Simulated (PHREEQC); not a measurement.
A column of 0.1 m (40 cells, dispersivity 0.005 m, 720 s a shift, diffusion coefficient 3e-10 m²/s) holds 0.04 eq of the database's cation exchanger X per kg of pore water, first in equilibrium with 0.027 mol LiCl, 0.0044 mol BaCl2 and 1e-05 mol HCl per kg of water. It is flushed with 0.04 mol/kgw CaCl2 and 1e-05 mol/kgw HCl, at 25 °C. Values are for the last cell. No CO2 enters from the air. No solid was allowed to form.

The series has 31 steps of pore volumes, from 0 to 3.013.

Equilibrium calculation in PHREEQC: ion-association model, phreeqc.dat.

**Question.** After how many pore volumes does Ca at the outlet first reach half of its feed value?

**Answer.** By 1.4 pore volumes.

Species that the database lacks are ignored.
